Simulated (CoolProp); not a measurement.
C3F8 (R218) at several states: density (kg/m³) from the reference equation and from simpler models built on Tc = 345.0 K, pc = 2.640 MPa, ω = 0.317; each cubic takes its own stable root.

The numbers come from the reference Helmholtz-energy equation of state, Lemmon 2006 in CoolProp. It is a short technical equation, of lower accuracy than the large ones.

```
T (K)  p (MPa)          phase  reference  van der Waals  Redlich-Kwong  Soave-Redlich-Kwong  Peng-Robinson
-----  -------  -------------  ---------  -------------  -------------  -------------------  -------------
236.9     3.94         liquid       1627            [?]           1493                 1554           1754
420.6    0.429            gas      23.69          23.78          23.81                23.69          23.81
348.5     11.7  supercritical        [?]            [?]            [?]                  [?]           1311
```

Question: Complete the blanks.

Answer: 
- 236.9, van der Waals: 1044
- 348.5, reference: 1235
- 348.5, van der Waals: 932.7
- 348.5, Redlich-Kwong: 1182
- 348.5, Soave-Redlich-Kwong: 1179
